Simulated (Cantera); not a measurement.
Input (Python, Cantera) and output of one run.

```python
import numpy as np
import cantera as ct

gas_names = """
    C CO CO2 C2 C2O C3 C3O2 C4 C5 Mg MgO Mg2 O O2 O3
""".split()
cond_names = """
    C(gr) Mg(cr) Mg(L) MgCO3(s) MgO(s) MgO(L)
""".split()


def load(file, names, dense=False):
    # The tables refer to 1 bar. Condensed volumes are neglected.
    table = {s.name: s for s in ct.Species.list_from_file(file)}
    out = []
    for n in names:
        d = dict(table[n].input_data)
        d["thermo"] = dict(d["thermo"], **{"reference-pressure": 1e5})
        if dense:
            d["equation-of-state"] = {"model": "constant-volume", "density": "1e6 g/cm^3"}
        out.append(ct.Species.from_dict(d))
    return out


gas = ct.Solution(thermo="ideal-gas", species=load("nasa_gas.yaml", gas_names))
cond = {s.name: ct.Solution(thermo="fixed-stoichiometry", species=[s], name=s.name)
        for s in load("nasa_condensed.yaml", cond_names, dense=True)}
atoms = {
    'MgCO3': {'Mg': 1, 'C': 1, 'O': 3},
    'O2': {'O': 2},
    'CO2': {'C': 1, 'O': 2},
}
top_T = {'C(gr)': 4500}  # K; cautious upper limits of use, not melting points


def equilibrate(T, P, feed):
    n = {}
    for name, mol in feed.items():
        for a, k in atoms[name].items():
            n[a] = n.get(a, 0.0) + k * mol
    gas.TPX = T, P, n
    mass = sum(n.values()) * gas.mean_molecular_weight
    gas.equilibrate("TP")
    valid = [c for c in cond.values() if c.min_temp <= T <= top_T.get(c.name, c.max_temp)]
    mix = ct.Mixture([(gas, mass / gas.mean_molecular_weight)] + [(c, 0.0) for c in valid])
    mix.T, mix.P = T, P
    mix.equilibrate("TP", solver="vcs", rtol=1e-11, max_steps=5000)
    return mix


results = []
feed = {'MgCO3': 1, 'O2': 0.25, 'CO2': 0.76}  # mol
P = 1000  # Pa
for T in [873, 1023, 1173, 1323, 1473, 1623, 1773, 1923]:
    mix = equilibrate(T, P, feed)
    results.append((T, P, feed, dict(zip(mix.species_names, mix.species_moles))))
    x = sorted(zip(gas.X, gas.species_names), reverse=True)
    print(f"T = {T:g} K  P = {P:g} Pa  gas = {mix.phase_moles(0):.4g} mol")
    print("   x: " + "  ".join(f"{s} {v:.3e}" for v, s in x if v > 1e-06))
    print("   condensed (mol): " + ("  ".join(f"{mix.phase(i).name} {mix.phase_moles(i):.4g}"
          for i in range(1, mix.n_phases) if mix.phase_moles(i) > 1e-12) or "none"))
```

Output:

```
T = 873 K  P = 1000 Pa  gas = 2.01 mol
   x: CO2 8.756e-01  O2 1.244e-01
   condensed (mol): MgO(s) 1
T = 1023 K  P = 1000 Pa  gas = 2.01 mol
   x: CO2 8.756e-01  O2 1.244e-01
   condensed (mol): MgO(s) 1
T = 1173 K  P = 1000 Pa  gas = 2.01 mol
   x: CO2 8.756e-01  O2 1.244e-01
   condensed (mol): MgO(s) 1
T = 1323 K  P = 1000 Pa  gas = 2.01 mol
   x: CO2 8.756e-01  O2 1.244e-01  CO 5.972e-06
   condensed (mol): MgO(s) 1
T = 1473 K  P = 1000 Pa  gas = 2.01 mol
   x: CO2 8.755e-01  O2 1.244e-01  CO 8.045e-05  O 9.844e-06
   condensed (mol): MgO(s) 1
T = 1623 K  P = 1000 Pa  gas = 2.011 mol
   x: CO2 8.746e-01  O2 1.246e-01  CO 6.655e-04  O 6.714e-05
   condensed (mol): MgO(s) 1
T = 1773 K  P = 1000 Pa  gas = 2.014 mol
   x: CO2 8.700e-01  O2 1.259e-01  CO 3.799e-03  O 3.331e-04
   condensed (mol): MgO(s) 1
T = 1923 K  P = 1000 Pa  gas = 2.028 mol
   x: CO2 8.521e-01  O2 1.306e-01  CO 1.596e-02  O 1.308e-03  Mg 2.106e-06
   condensed (mol): MgO(s) 1
```

Equilibrium computed with Cantera from the NASA thermochemical tables; the gas is ideal and each condensed phase is pure.
